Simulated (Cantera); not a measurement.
Feed: 1 mol Si, a varied amount of H2O, 14 mol N2, held at 1048 K and 0.133 bar.

Equilibrium computed with Cantera from the NASA thermochemical tables; the gas is ideal and each condensed phase is pure. Candidate condensed phases: H2O, Si, SiO2, Si2N2O, Si3N4; 35 gas species. N2 is the only nitrogen source here; it is nearly inert below about 1500 K, so the nitride shown seldom forms there in practice. Mutual solubility and eutectic melting of coexisting phases are not modelled. Equilibrium is a limit: real reactors are often held back by kinetics, nucleation or transport.

x: gas mole fraction; n: condensed amount in mol.

| n(H2O) (mol) | x N2 | x H2 | x H2O | x NH3 | n Si2N2O(s) | n Si3N4(s) | n SiO2(β-quartz) |
|---|---|---|---|---|---|---|---|
| 0.28 | 0.980 | 0.0204 | ? | 1.65e-7 | 0.280 | 0.147 | 0 |
| 0.32 | 0.977 | 0.0233 | ? | 2.01e-7 | 0.320 | 0.120 | 0 |
| 0.37 | 0.973 | 0.0268 | ? | 2.47e-7 | 0.370 | 0.0867 | 0 |
| 0.43 | 0.969 | 0.0309 | ? | 3.06e-7 | 0.430 | 0.0467 | 0 |
| 0.5 | 0.964 | 0.0357 | ? | 3.79e-7 | 0.500 | 0 | 0 |
| 0.58 | 0.959 | 0.0411 | ? | 4.67e-7 | 0.473 | 0 | 0.0533 |
| 0.67 | 0.953 | 0.0471 | ? | 5.71e-7 | 0.443 | 0 | 0.113 |
| 0.78 | 0.946 | 0.0543 | ? | 7.04e-7 | 0.407 | 0 | 0.187 |
| 0.9 | 0.938 | 0.0619 | ? | 8.54e-7 | 0.367 | 0 | 0.267 |
| 1 | 0.932 | 0.0682 | ? | 9.84e-7 | 0.333 | 0 | 0.333 |
| 1.2 | 0.920 | 0.0803 | ? | 1.25e-6 | 0.267 | 0 | 0.467 |

Q: Some entries are withheld; supply them.

A: 
- 0.28, x H2O: 1.97e-12
- 0.32, x H2O: 2.24e-12
- 0.37, x H2O: 2.58e-12
- 0.43, x H2O: 2.97e-12
- 0.5, x H2O: 3.43e-12
- 0.58, x H2O: 3.90e-6
- 0.67, x H2O: 4.46e-6
- 0.78, x H2O: 5.13e-6
- 0.9, x H2O: 5.83e-6
- 1, x H2O: 6.41e-6
- 1.2, x H2O: 7.52e-6
